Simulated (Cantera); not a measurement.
Charge: 1 mol acetone, 0.29 mol H₂O, 15 mol H₂, held at 10.0 mbar.

These are equilibrium values from Cantera (NASA tables, ideal gas, pure condensed phases), not measurements of a reactor. Candidate condensed phases: C, C₆H₆, C₇H₈, C₈H₁₈, H₂O; 110 gas species. The feed counts by its element totals alone. Equilibrium is a limit: real reactors are often held back by kinetics, nucleation or transport.

Q: At 2098 K, list the 4 most abundant gas species with their mole fractions, and the condensed phases.

A: H₂ 0.905, CO 0.0649, H 0.0293, C₂H₂ (acetylene) 0.00129. Condensed: C(graphite).
